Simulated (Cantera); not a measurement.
Feed: 1 mol TEOS, 38 mol N₂O, 33 mol N₂, held at 47000 Pa.

Cantera equilibrium calculation (NASA polynomials, part measured and part estimated; ideal gas, pure solids and liquids). Candidate condensed phases: C, C₆H₆, C₇H₈, C₈H₁₈, H₂O, Si, SiC, SiO₂, Si₂N₂O, Si₃N₄; 151 gas species. The feed counts by its element totals alone. The tables hold silica as quartz up to 1696 K and as liquid above; real silica turns to tridymite and cristobalite and melts near 1996 K. Gases not in the tables: Si(OH)₄. Equilibrium is a limit: real reactors are often held back by kinetics, nucleation or transport.

x: gas mole fraction; n: condensed amount in mol.

| T (K) | x N₂ | x H₂O | x CO₂ | x O₂ | x NO | x OH | n SiO₂(β-quartz) | n SiO₂(condensed) | n SiO₂(l) |
|---|---|---|---|---|---|---|---|---|---|
| 1123 | 0.740 | 0.104 | 0.0833 | 0.0729 | ? | 9.26e-7 | 1.00 | 0 | 0 |
| 1223 | 0.740 | 0.104 | 0.0833 | 0.0728 | ? | 3.85e-6 | 1.00 | 0 | 0 |
| 1323 | 0.739 | 0.104 | 0.0833 | 0.0728 | ? | 1.29e-5 | 1.00 | 0 | 0 |
| 1423 | 0.739 | 0.104 | 0.0833 | 0.0727 | ? | 3.65e-5 | 1.00 | 0 | 0 |
| 1523 | 0.739 | 0.104 | 0.0833 | 0.0725 | ? | 9.00e-5 | 1.00 | 0 | 0 |
| 1623 | 0.739 | 0.104 | 0.0833 | 0.0723 | ? | 0.000199 | 1.00 | 0 | 0 |
| 1723 | 0.739 | 0.104 | 0.0833 | 0.0719 | ? | 0.000399 | 0 | 1.00 | 0 |
| 1823 | 0.738 | 0.104 | 0.0832 | 0.0715 | ? | 0.000743 | 0 | 1.000 | 0 |
| 1923 | 0.737 | 0.103 | 0.0830 | 0.0709 | ? | 0.00129 | 0 | 1.000 | 0 |
| 2023 | 0.736 | 0.103 | 0.0825 | 0.0703 | ? | 0.00213 | 0 | 0 | 1.000 |

Some entries are withheld; supply them.


- 1123, x NO: 5.95e-5
- 1223, x NO: 0.000133
- 1323, x NO: 0.000262
- 1423, x NO: 0.000469
- 1523, x NO: 0.000778
- 1623, x NO: 0.00121
- 1723, x NO: 0.00179
- 1823, x NO: 0.00254
- 1923, x NO: 0.00346
- 2023, x NO: 0.00456
